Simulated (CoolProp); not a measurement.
Properties of n-perfluorobutane along the isotherm 176.85 °C (Tc = 113.2 °C, pc = 2322 kPa, ω = 0.372).

Values from CoolProp's reference Helmholtz-energy equation of state, Gao 2022.

| p (kPa) | phase | isothermal compressibility (1/MPa) | fugacity coefficient |
|---|---|---|---|
| 625 | gas | 1.689 | 0.9510 |
| 1250 | gas | 0.9014 | 0.9027 |
| 1880 | gas | 0.6467 | 0.8550 |
| 2500 | supercritical | … | 0.8091 |
| 3120 | supercritical | 0.4565 | … |
| 3750 | supercritical | 0.4030 | 0.7217 |
| 4380 | supercritical | 0.3479 | 0.6812 |
| 5000 | supercritical | 0.2787 | 0.6447 |
| 5620 | supercritical | 0.2067 | 0.6121 |
| 6250 | supercritical | 0.1497 | 0.5833 |
| 6880 | supercritical | 0.1109 | 0.5585 |
| 7500 | supercritical | 0.08546 | … |
| 8120 | supercritical | … | 0.5200 |
| 8750 | supercritical | 0.05569 | 0.5046 |
| 9380 | supercritical | … | 0.4914 |
| 10000 | supercritical | 0.04006 | 0.4803 |

Question: Complete the blanks.

Answer: 
- 2500, isothermal compressibility (1/MPa): 0.5273
- 3120, fugacity coefficient: 0.7647
- 7500, fugacity coefficient: 0.5378
- 8120, isothermal compressibility (1/MPa): 0.06809
- 9380, isothermal compressibility (1/MPa): 0.04670
